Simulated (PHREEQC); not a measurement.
A solution holds 0.026 mol HF, 0.00051 mol NH4HF2 and 0.00025 mol H2SiF6 per kg of water, at 24 °C. Closed to the air; pH follows from the charge balance.

Equilibrium calculation in PHREEQC: ion-association model, phreeqc.dat.

Question: The ionic strength comes out as 0.00512 mol/kgw. What activity coefficients do SiF6-2, NH4+, F-, HF2-, H+ get?

Answer: SiF6-2 0.74, NH4+ 0.92, F- 0.92, HF2- 0.93, H+ 0.93.

No solid was allowed to form. SiF6-2 is the database's only silicon fluoride.
